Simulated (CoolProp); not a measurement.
Methane along the isotherm -64.35 °C: fugacity coefficient from the reference equation and from simpler models built on Tc = -82.6 °C, pc = 4.599 MPa, ω = 0.011; each cubic takes its own stable root.

Model: reference Helmholtz-energy equation of state, Setzmann 1991, in CoolProp.

```json
[
 {"p (MPa)": "0.0727", "phase": "gas", "reference": "0.9960"},
 {"p (MPa)": "0.117", "phase": "gas", "reference": "0.9935"},
 {"p (MPa)": "0.19", "phase": "gas", "reference": "0.9895"},
 {"p (MPa)": "0.307", "phase": "gas", "reference": "0.9831"},
 {"p (MPa)": "0.495", "phase": "gas", "reference": "0.9728"},
 {"p (MPa)": "0.8", "phase": "gas", "reference": "0.9562"},
 {"p (MPa)": "1.29", "phase": "gas", "reference": "0.9297"},
 {"p (MPa)": "2.09", "phase": "gas", "reference": "0.8870"},
 {"p (MPa)": "3.38", "phase": "gas", "reference": "0.8192"},
 {"p (MPa)": "5.45", "phase": "supercritical", "reference": "0.7122"},
 {"p (MPa)": "8.81", "phase": "supercritical", "reference": "0.5504"},
 {"p (MPa)": "14.2", "phase": "supercritical", "reference": "0.4175"},
 {"p (MPa)": "23", "phase": "supercritical", "reference": "0.3405"}
]
```

**Question.** How far does each simpler model (van der Waals, Peng-Robinson) lie from the reference over these 13 states: mean and median of the absolute difference, and the worst?

**Answer.** 
- van der Waals: mean 2.0 %, median 0.5 %, worst +14.2 % at -64.35 °C and 23 MPa
- Peng-Robinson: mean 2.0 %, median 1.1 %, worst -5.6 % at -64.35 °C and 23 MPa
